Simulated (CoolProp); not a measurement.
Saturated liquid density (kg/m³) of methanol: the reference equation beside estimates from Tc = 513.4 K, pc = 8.216 MPa, ω = 0.565.

Model: reference Helmholtz-energy equation of state, de Reuck 1993, in CoolProp.

```json
[
 {"T (K)": "264", "reference": "818.2", "van der Waals": "401.1", "Redlich-Kwong": "595.0", "Soave-Redlich-Kwong": "627.7", "Peng-Robinson": "704.8"},
 {"T (K)": "274.2", "reference": "808.7", "van der Waals": "396.5", "Redlich-Kwong": "587.3", "Soave-Redlich-Kwong": "621.6", "Peng-Robinson": "698.4"},
 {"T (K)": "284.5", "reference": "799.0", "van der Waals": "391.7", "Redlich-Kwong": "579.2", "Soave-Redlich-Kwong": "615.2", "Peng-Robinson": "691.6"},
 {"T (K)": "294.7", "reference": "789.5", "van der Waals": "386.8", "Redlich-Kwong": "570.9", "Soave-Redlich-Kwong": "608.4", "Peng-Robinson": "684.5"},
 {"T (K)": "305", "reference": "779.8", "van der Waals": "381.7", "Redlich-Kwong": "562.2", "Soave-Redlich-Kwong": "601.3", "Peng-Robinson": "676.8"},
 {"T (K)": "315.2", "reference": "770.1", "van der Waals": "376.5", "Redlich-Kwong": "553.3", "Soave-Redlich-Kwong": "593.7", "Peng-Robinson": "668.8"},
 {"T (K)": "325.5", "reference": "760.3", "van der Waals": "371.1", "Redlich-Kwong": "543.9", "Soave-Redlich-Kwong": "585.7", "Peng-Robinson": "660.3"},
 {"T (K)": "335.7", "reference": "750.3", "van der Waals": "365.6", "Redlich-Kwong": "534.3", "Soave-Redlich-Kwong": "577.3", "Peng-Robinson": "651.2"},
 {"T (K)": "346", "reference": "739.9", "van der Waals": "359.8", "Redlich-Kwong": "524.2", "Soave-Redlich-Kwong": "568.3", "Peng-Robinson": "641.6"},
 {"T (K)": "356.2", "reference": "729.4", "van der Waals": "353.9", "Redlich-Kwong": "513.7", "Soave-Redlich-Kwong": "558.9", "Peng-Robinson": "631.3"},
 {"T (K)": "366.5", "reference": "718.3", "van der Waals": "347.7", "Redlich-Kwong": "502.7", "Soave-Redlich-Kwong": "548.7", "Peng-Robinson": "620.3"},
 {"T (K)": "376.7", "reference": "706.9", "van der Waals": "341.3", "Redlich-Kwong": "491.3", "Soave-Redlich-Kwong": "538.0", "Peng-Robinson": "608.6"},
 {"T (K)": "387", "reference": "694.8", "van der Waals": "334.6", "Redlich-Kwong": "479.2", "Soave-Redlich-Kwong": "526.4", "Peng-Robinson": "595.9"},
 {"T (K)": "397.2", "reference": "682.2", "van der Waals": "327.6", "Redlich-Kwong": "466.7", "Soave-Redlich-Kwong": "514.1", "Peng-Robinson": "582.4"}
]
```

Absolute difference from the reference over all 14 rows, mean and median: van der Waals 51.3 and 51.2 %, Redlich-Kwong 28.9 and 28.6 %, Soave-Redlich-Kwong 23.4 and 23.2 %, Peng-Robinson 13.6 and 13.4 %.
